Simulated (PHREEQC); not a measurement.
0.47 g of hydrous ferric oxide (600 m²/g; 0.2 weak and 0.005 strong sites per Fe, Dzombak-Morel constants, diffuse double layer) in 1 kg of water with 0.001 mol/kgw of an inert sodium salt and 0.31 mmol/kgw Na2SeO4 and 0.003 mmol/kgw NaH2PO4, at 25 °C; the pH is set by adding NaOH or the inert anion's acid. Oxygen alone is held at its pressure in air (log pO2 = -0.68). CO2 from the air is kept out. No solid was allowed to form.

Base run: PHREEQC, ion-association model, wateq4f.dat. Each further column changes one thing. The table gives Se sorbed (%).

```csv
pH,base,no electrostatic term (-no_edl),background salt from 0.001 to 0.0001 mol/kgw,oxide from 0.47 to 2.3 g/kgw
3,100.0,0.2,100.0,100.0
3.75,99.9,0.2,100.0,100.0
4.5,99.2,0.2,99.4,100.0
4.88,97.0,0.2,97.6,100.0
5.62,79.9,0.2,81.2,99.7
6.38,46.3,0.3,47.6,94.6
7.12,14.6,0.4,15.3,51.7
7.5,4.9,0.4,5.2,21.2
8.25,0.2,0.4,0.2,1.1
9,0.0,0.2,0.0,0.0
```

H3PO4, which wateq4f.dat lacks, is added to it with the constant of phreeqc.dat. The oxide is taken as insoluble; below pH 4 it would dissolve.
